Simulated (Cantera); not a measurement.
A perfectly stirred reactor is fed with 1.67 % C₂H₆, 98.3 % H₂, at 0.000128 atm; it is held at 1623 K, and followed from long to short residence time.

Cantera simulation using GRI-Mech 3.0 (53 species, 325 reactions); the numbers are that mechanism's predictions, not measurements. GRI-Mech 3.0 stops at C3 and has no aromatics, soot or wall deposition, so with more carbon than oxygen in the feed, carbon stays in small species such as C2H2 where larger ones or solid carbon would form. Radical loss at walls, strong at low pressure, is not modelled.

x: mole fraction; the columns are a selection and need not sum to one.

| τ (s) | x C₂H₆ | x H₂ | x C₂H₄ | x CH₂ | x C₂H₂ | x CH₃ | x H |
|---|---|---|---|---|---|---|---|
| 28 | 1.40e-5 | 0.974 | 7.72e-5 | (withheld) | 0.00943 | 0.000691 | 0.00256 |
| 8.4 | 4.28e-5 | 0.972 | 0.000183 | (withheld) | 0.00741 | 0.000978 | 0.00280 |
| 2.5 | 0.000133 | 0.970 | 0.000431 | (withheld) | 0.00569 | 0.00126 | 0.00305 |
| 0.77 | 0.000404 | 0.970 | 0.000988 | (withheld) | 0.00426 | 0.00151 | 0.00322 |
| 0.23 | 0.00127 | 0.970 | 0.00203 | 3.61e-6 | 0.00263 | 0.00181 | 0.00325 |
| 0.071 | 0.00375 | 0.972 | 0.00290 | 3.76e-6 | 0.00103 | 0.00220 | 0.00293 |
| 0.021 | 0.00960 | 0.977 | 0.00214 | (withheld) | 0.000140 | 0.00214 | 0.00189 |
| 0.0065 | 0.0147 | 0.981 | 0.000484 | (withheld) | 3.67e-6 | 0.00118 | 0.000725 |
| 0.0020 | 0.0162 | 0.983 | 2.59e-5 | (withheld) | 1.70e-8 | 0.000534 | 0.000146 |
| 0.00060 | 0.0166 | 0.983 | 4.91e-7 | 7.51e-10 | 5.38e-11 | 0.000198 | 1.83e-5 |
| 0.00018 | 0.0166 | 0.983 | 7.17e-9 | 1.91e-11 | <1e-12 | 6.38e-5 | 1.90e-6 |

**Question.** Some entries are withheld; supply them.

**Answer.** 
- 28, x CH₂: 1.38e-6
- 8.4, x CH₂: 1.99e-6
- 2.5, x CH₂: 2.61e-6
- 0.77, x CH₂: 3.13e-6
- 0.021, x CH₂: 2.32e-6
- 0.0065, x CH₂: 4.25e-7
- 0.0020, x CH₂: 2.53e-8
